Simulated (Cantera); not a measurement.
Input: 1 mol toluene, 4 mol H2O, 0.34 mol H2, held at 100000 Pa.

Method: chemical equilibrium by Gibbs-energy minimisation in Cantera with the NASA 1993 tables (ideal gas, pure condensed phases). Candidate condensed phases: C, C6H6, C7H8, C8H18, H2O; 110 gas species. Equilibrium is a limit: real reactors are often held back by kinetics, nucleation or transport.

Task: What share of the C ends up in condensed phases as a function of T (°C), at 352, 552, 752, 952, 1152, 1352, 1552, 1752, 1952, 2152?

Result: 
| T (°C) | C condensed (%) | as |
|---|---|---|
| 352 | 58.0 | C(graphite) |
| 552 | 63.7 | C(graphite) |
| 752 | 49.1 | C(graphite) |
| 952 | 42.8 | C(graphite) |
| 1152 | 42.7 | C(graphite) |
| 1352 | 42.8 | C(graphite) |
| 1552 | 42.8 | C(graphite) |
| 1752 | 42.6 | C(graphite) |
| 1952 | 42.1 | C(graphite) |
| 2152 | 41.0 | C(graphite) |
